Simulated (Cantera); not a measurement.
Input: 1 mol SiCl4, 2.7 mol HCl, 170 mol H2, equilibrated at 1098 K and 40.0 mbar.

Equilibrium computed with Cantera from the NASA thermochemical tables; the gas is ideal and each condensed phase is pure. Candidate condensed phases: Si; 19 gas species. The tables' values for SiCl3 are old estimates; treat these amounts as uncertain. Rates play no part.

Task: What is the equilibrium state?

Result: 
| Quantity | Value |
|---|---|
| x(H2) | 0.973 |
| x(HCl) | 0.0219 |
| x(SiCl4) | 0.00222 |
| x(SiHCl3) | 0.00143 |
| x(SiCl2) | 0.00100 |
| x(SiCl3) | 0.000398 |
| x(SiH2Cl2) | 0.000111 |
| x(SiH3Cl) | 2.27e-6 |
| n(Si(s)) | 0.101 mol |
| gas amount | 174.0 mol |
